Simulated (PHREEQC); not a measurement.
Dissolve 0.34 mmol/kgw KF and 0.0033 mmol/kgw H4SiO4 at 58 °C. Closed to the air; pH follows from the charge balance.

Computed with PHREEQC (ion-association model, wateq4f.dat).

* **pH**: 6.68
* **ionic strength**: 0.000340 mol/kgw

```csv
species,molality,activity,log γ
K+,0.000340,0.000332,-0.010
F-,0.000340,0.000332,-0.010
H4SiO4,3.29e-6,3.29e-6,0.000
OH-,4.06e-7,3.97e-7,-0.010
H+,2.15e-7,2.10e-7,-0.009
HF,1.97e-7,1.97e-7,0.000
H3SiO4-,6.03e-9,5.90e-9,-0.010
```

Precipitation was switched off in this run. At this temperature some constants are extrapolated from 25 °C, and those without enthalpy data are left unchanged. SiF6-2 is the database's only silicon fluoride.
